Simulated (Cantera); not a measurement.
A closed system holds: 1 mol CH₃F, 0.0075 mol CH₄, 7.6 mol H₂, 0.022 mol HCl, equilibrated at 13300 Pa.

These are equilibrium values from Cantera (NASA tables, ideal gas, pure condensed phases), not measurements of a reactor. Candidate condensed phases: C, C₆H₆, C₇H₈, C₈H₁₈; 118 gas species. Rates play no part.

Which condensed phases are stable at each of these points (T (K)): 698, 898, 1098, 1298, 1498, 1698, 1898, 2098, 2298, 2498?


```tsv
T (K)	condensed phases	C condensed (%)
698	gas only	0.0
898	C(graphite)	70.8
1098	C(graphite)	96.3
1298	C(graphite)	99.2
1498	C(graphite)	99.7
1698	C(graphite)	99.8
1898	C(graphite)	99.3
2098	C(graphite)	97.5
2298	C(graphite)	92.7
2498	C(graphite)	82.2
```

At 698 K nothing is condensed. From 898 K to 2498 K the condensed part is C(graphite).
